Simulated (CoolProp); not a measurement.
Properties of benzene along the isobar 65 bar.

Model: reference Helmholtz-energy equation of state, Thol 2012, in CoolProp.

```json
[
 {"T (K)": "367.6", "phase": "liquid", "density (kg/m³)": "805.6", "Joule-Thomson coefficient (K/MPa)": "[?]", "Prandtl number": "4.69"},
 {"T (K)": "380.4", "phase": "liquid", "density (kg/m³)": "791.6", "Joule-Thomson coefficient (K/MPa)": "-0.2982", "Prandtl number": "4.41"},
 {"T (K)": "393.1", "phase": "liquid", "density (kg/m³)": "777.4", "Joule-Thomson coefficient (K/MPa)": "-0.2719", "Prandtl number": "4.17"},
 {"T (K)": "405.9", "phase": "liquid", "density (kg/m³)": "762.7", "Joule-Thomson coefficient (K/MPa)": "-0.2428", "Prandtl number": "3.96"},
 {"T (K)": "418.7", "phase": "liquid", "density (kg/m³)": "747.7", "Joule-Thomson coefficient (K/MPa)": "-0.2104", "Prandtl number": "3.78"},
 {"T (K)": "431.5", "phase": "liquid", "density (kg/m³)": "732.2", "Joule-Thomson coefficient (K/MPa)": "-0.1736", "Prandtl number": "[?]"},
 {"T (K)": "444.3", "phase": "liquid", "density (kg/m³)": "716.1", "Joule-Thomson coefficient (K/MPa)": "-0.1312", "Prandtl number": "3.47"},
 {"T (K)": "457.1", "phase": "liquid", "density (kg/m³)": "699.4", "Joule-Thomson coefficient (K/MPa)": "-0.08143", "Prandtl number": "[?]"},
 {"T (K)": "469.9", "phase": "liquid", "density (kg/m³)": "682.0", "Joule-Thomson coefficient (K/MPa)": "-0.02148", "Prandtl number": "[?]"}
]
```

Problem. What belongs in the gaps?

Solution. 
- 367.6, Joule-Thomson coefficient (K/MPa): -0.3225
- 431.5, Prandtl number: 3.62
- 457.1, Prandtl number: 3.34
- 469.9, Prandtl number: 3.23

Viscosity comes from a separate model (Avgeri 2014). Thermal conductivity comes from a separate model (Assael 2012).
